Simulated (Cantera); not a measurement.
What does this Cantera script print?

```python
import numpy as np
import cantera as ct

gas = ct.Solution("h2o2.yaml")
gas.TPX = 500, 101325, {'H2': 1, 'O2': 0.278, 'N2': 1.04}
flame = ct.FreeFlame(gas, width=0.04)
flame.set_refine_criteria(ratio=3, slope=0.08, curve=0.16)
flame.transport_model = "mixture-averaged"
flame.solve(loglevel=0, auto=True)
z, T = flame.grid, flame.T
thick = (T[-1] - T[0]) / np.gradient(T, z).max()
show = ['H2', 'O2', 'H2O', 'HO2', 'O', 'OH']
print(f"laminar burning velocity  {flame.velocity[0] * 100:.3f} cm/s")
print(f"burnt temperature         {T[-1]:.1f} K")
print(f"thermal thickness         {thick * 1e3:.4f} mm")
print(f"grid points               {len(z)}")
z0 = z[flame.heat_release_rate.argmax()]
print(f"{'z/mm':>9s}{'T/K':>9s}{'u/(m/s)':>9s}" + "".join(f"{s:>11s}" for s in show))
rows = []
for k in (-3, -2, -1.5, -1, -0.5, -0.25, 0, 0.25, 0.5, 1, 2, 4, 8):
    zz = z0 + k * thick
    rows.append([k * thick, np.interp(zz, z, T), np.interp(zz, z, flame.velocity),
                 *(np.interp(zz, z, flame.X[gas.species_index(s)]) for s in show)])
    print(f"{rows[-1][0] * 1e3:9.3f}{rows[-1][1]:9.1f}{rows[-1][2]:9.3f}" + "".join(f"{x:11.3e}" for x in rows[-1][3:]))
```

Result:

```
laminar burning velocity  676.944 cm/s
burnt temperature         2284.8 K
thermal thickness         0.4110 mm
grid points               130
     z/mm      T/K  u/(m/s)         H2         O2        H2O        HO2          O         OH
   -1.233    500.0    6.769  4.314e-01  1.199e-01  1.645e-13  2.042e-13  2.978e-15  5.118e-17
   -0.822    500.0    6.769  4.314e-01  1.199e-01  9.042e-12  1.329e-11  2.036e-13  3.499e-15
   -0.616    500.0    6.769  4.314e-01  1.199e-01  4.869e-10  9.439e-10  1.372e-11  2.362e-13
   -0.411    500.0    6.770  4.314e-01  1.199e-01  5.421e-08  1.299e-07  1.414e-09  3.389e-11
   -0.205    520.8    7.015  4.277e-01  1.201e-01  7.026e-04  2.566e-04  7.998e-06  6.224e-05
   -0.103    777.5   10.211  3.926e-01  1.134e-01  2.200e-02  1.943e-04  2.911e-04  7.998e-04
    0.000   1209.2   15.410  2.902e-01  7.544e-02  1.055e-01  7.461e-05  3.410e-03  2.371e-03
    0.103   1497.4   18.899  1.968e-01  2.145e-02  2.080e-01  2.023e-05  4.455e-03  4.911e-03
    0.205   1623.3   20.367  1.734e-01  5.076e-03  2.408e-01  4.603e-06  2.986e-03  5.701e-03
    0.411   1743.8   21.709  1.755e-01  1.507e-03  2.497e-01  1.329e-06  2.201e-03  6.302e-03
    0.822   1867.8   23.044  1.842e-01  9.802e-04  2.536e-01  8.331e-07  1.615e-03  6.421e-03
    1.644   1987.3   24.295  1.926e-01  5.942e-04  2.579e-01  5.111e-07  1.016e-03  5.890e-03
    3.288   2090.9   25.350  1.998e-01  3.079e-04  2.622e-01  2.848e-07  5.413e-04  4.815e-03
```

Computed with Cantera and the H2/O2 subset of GRI-Mech 3.0, which has no nitrogen chemistry. Burning velocities carry a grid error of a few per cent, more on coarse grids.
